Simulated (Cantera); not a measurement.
**Nb2O5 + H2 + H2O (hydrogen reduction and annealing atmospheres)**

Charge: 1 mol Nb2O5, 10 mol H2, 1.4 mol H2O, at 750 Torr.

Cantera equilibrium calculation (NASA polynomials, part measured and part estimated; ideal gas, pure solids and liquids). Candidate condensed phases: H2O, Nb, NbO, NbO2, Nb2O5; 12 gas species. Mutual solubility and eutectic melting of coexisting phases are not modelled. Condensed phases not in the tables: the oxides between NbO2 and Nb2O5. The numbers say what is thermodynamically allowed, not how fast it happens.

| T (K) | x H2 | x H2O | x H | x OH | x NbO2 | x O | x NbO | x O2 | n Nb2O5(s) | n NbO2(s) | n Nb2O5(l) |
|---|---|---|---|---|---|---|---|---|---|---|---|
| 900 | 0.877 | 0.123 | 1.09e-10 | <1e-12 | <1e-12 | <1e-12 | <1e-12 | <1e-12 | 1.00 | 0 | 0 |
| 1050 | 0.877 | 0.123 | 7.60e-9 | 3.40e-12 | <1e-12 | <1e-12 | <1e-12 | <1e-12 | 1.00 | 0 | 0 |
| 1200 | 0.877 | 0.123 | 1.85e-7 | 2.07e-10 | <1e-12 | <1e-12 | <1e-12 | <1e-12 | 1.00 | 0 | 0 |
| 1350 | 0.877 | 0.123 | 2.23e-6 | 5.07e-9 | <1e-12 | <1e-12 | <1e-12 | <1e-12 | 1.00 | 0 | 0 |
| 1500 | 0.877 | 0.123 | 1.65e-5 | 6.59e-8 | 5.05e-11 | 1.07e-12 | <1e-12 | <1e-12 | 1.00 | 0 | 0 |
| 1650 | 0.861 | 0.139 | 8.43e-5 | 6.16e-7 | 3.63e-9 | 4.92e-11 | 1.59e-12 | 3.60e-12 | 0.813 | 0.374 | 0 |
| 1800 | 0.807 | 0.193 | 0.000322 | 5.07e-6 | 1.06e-7 | 1.56e-9 | 7.63e-11 | 1.65e-10 | 0 | 1.59 | 0.204 |
| 1950 | 0.833 | 0.165 | 0.00105 | 1.89e-5 | 1.81e-6 | 1.76e-8 | 3.30e-9 | 1.51e-9 | 0 | 0.976 | 0.512 |
| 2100 | 0.857 | 0.140 | 0.00288 | 5.60e-5 | 2.02e-5 | 1.34e-7 | 8.50e-8 | 9.35e-9 | 0 | 0.394 | 0.803 |
x: gas mole fraction; n: condensed amount in mol.

From 900 K to 1500 K the condensed part is Nb2O5(s). At 1650 K the condensed part is NbO2(s) + Nb2O5(s). From 1800 K to 2100 K the condensed part is NbO2(s) + Nb2O5(l).
